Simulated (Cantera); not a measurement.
Input: 1 mol NH3, 0.12 mol O2, 15 mol N2, equilibrated at 2223.15 K.

Cantera equilibrium calculation (NASA polynomials, part measured and part estimated; ideal gas, pure solids and liquids). Candidate condensed phases: H2O; 24 gas species. The ideal-gas law is rough above about 30 bar. Rates play no part.

Problem. At 57.0 bar, list the 5 most abundant gas species with their mole fractions, and the condensed phases.

Solution. N2 0.912, H2 0.0740, H2O 0.0141, H 0.000231, NH3 1.58e-5. Condensed: gas only.
